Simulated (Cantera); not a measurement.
A perfectly stirred reactor is fed with 6.25 % NH₃, 93.8 % N₂, at 0.197 atm; it is held at 2175 K, and followed from long to short residence time.

Model: the gas-phase N/H chemistry of the illustrative SiF4/NH3 mechanism in the Surface Chemkin manual (1991), integrated in Cantera. Walls and surfaces, which speed up NH3 decomposition in real reactors, are not modelled.

Question: Predict: x(NH₃) at τ = 1.80 s; x(H) at τ = 1.80 s; x(N₂H₂) at τ = 1.80 s; x(H₂) at τ = 1.80 s; x(NH₃) at τ = 24.0 ms; x(N₂H₄) at τ = 24.0 ms; x(H) at τ = 24.0 ms; x(N₂H₂) at τ = 24.0 ms; x(H₂) at τ = 24.0 ms.

Answer: 
```
Quantity                  Result
----------------------  --------
x(NH₃) at τ = 1.80 s    0.000893
x(H) at τ = 1.80 s      0.000788
x(N₂H₂) at τ = 1.80 s    7.54e-9
x(H₂) at τ = 1.80 s       0.0865
x(NH₃) at τ = 24.0 ms     0.0355
x(N₂H₄) at τ = 24.0 ms   2.96e-9
x(H) at τ = 24.0 ms     0.000123
x(N₂H₂) at τ = 24.0 ms   4.20e-7
x(H₂) at τ = 24.0 ms      0.0378
```
